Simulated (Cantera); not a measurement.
Charge: 1 mol H₂S, 6.2 mol H₂O, 6.1 mol H₂, equilibrated at 1 atm.

Method: chemical equilibrium by Gibbs-energy minimisation in Cantera with the NASA 1993 tables (ideal gas, pure condensed phases). Candidate condensed phases: H₂O, H₂SO₄, S; 19 gas species. Gases not in the tables: S₃ to S₇. The numbers say what is thermodynamically allowed, not how fast it happens.

x: gas mole fraction; nothing condenses.

```tsv
T (K)	x H₂	x H₂O	x H₂S	x S₂	x H	x SO	x SH	x SO₂
1100	0.459	0.466	0.0752	1.03e-5	1.74e-8	5.06e-9	4.02e-6	1.29e-7
1250	0.459	0.466	0.0749	…	…	…	…	…
1400	0.460	0.466	0.0736	…	…	…	…	…
1550	0.463	0.464	0.0688	0.00263	2.13e-5	3.33e-5	0.000686	0.000157
1700	0.471	0.461	0.0589	0.00648	0.000100	0.000189	0.00180	0.000613
1850	0.482	0.455	0.0462	0.0108	0.000371	0.000706	0.00359	0.00166
2000	0.493	0.446	0.0343	0.0137	0.00113	0.00194	0.00587	0.00342
2150	0.503	0.435	0.0245	0.0144	0.00297	0.00425	0.00828	0.00579
2300	0.512	0.422	0.0171	0.0131	0.00688	0.00778	0.0104	0.00842
2450	0.517	0.406	0.0116	0.0105	0.0143	0.0123	0.0119	0.0108
```

**Question.** Complete the blanks.

**Answer.** 
- 1400, x S₂: 0.000678
- 1400, x H: 3.28e-6
- 1400, x SO: 3.50e-6
- 1400, x SH: 0.000187
- 1400, x SO₂: 2.57e-5
- 1250, x S₂: 0.000109
- 1250, x H: 3.25e-7
- 1250, x SO: 1.98e-7
- 1250, x SH: 3.48e-5
- 1250, x SO₂: 2.51e-6
